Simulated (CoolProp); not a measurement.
Vapour pressure (kPa) of hexamethyldisiloxane (MM): the reference equation beside estimates from Tc = 518.7 K, pc = 1931 kPa, ω = 0.418. Clausius-Clapeyron is anchored at 422.7 K with a constant enthalpy of vaporisation of 26.60 kJ/mol.

The numbers come from the reference Helmholtz-energy equation of state, Thol 2016 in CoolProp.

```csv
T (K),reference,Lee-Kesler,Clausius-Clapeyron,Redlich-Kwong
336.3,29.51,29.25,49.65,…
357.9,62.58,62.48,88.16,149.4
379.5,119.7,120.2,146.6,242.6
401.1,…,212.5,230.9,371.1
422.7,347.1,350.6,347.1,540.9
444.3,541.9,547.7,501.5,757.4
465.9,810.7,818.8,700.2,1026
487.5,1173,1183,949.2,1351
509.1,1659,1668,1254,…
```

**Question.** Complete the blanks.

**Answer.** 
- 336.3, Redlich-Kwong: 85.36
- 401.1, reference: 210.7
- 509.1, Redlich-Kwong: 1738

Absolute difference from the reference over all 9 rows, mean and median: Lee-Kesler 0.8 and 0.9 %, Clausius-Clapeyron 22.9 and 19.1 %, Redlich-Kwong 72.1 and 55.8 %.
